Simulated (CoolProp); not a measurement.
Computed with CoolProp (reference Helmholtz-energy equation of state, Aleksandrov 2011). It is a short technical equation, of lower accuracy than the large ones.

Question: For n-undecane, give the phase and the cp (kJ/(kg K)), Joule-Thomson coefficient (K/MPa) at 300.1 K and 0.133 MPa; 540.9 K and 1.02 MPa.

Answer: 
- 300.1 K and 0.133 MPa: liquid; cp 2.22, Joule-Thomson coefficient -0.422
- 540.9 K and 1.02 MPa: liquid; cp 3.20, Joule-Thomson coefficient 0.129
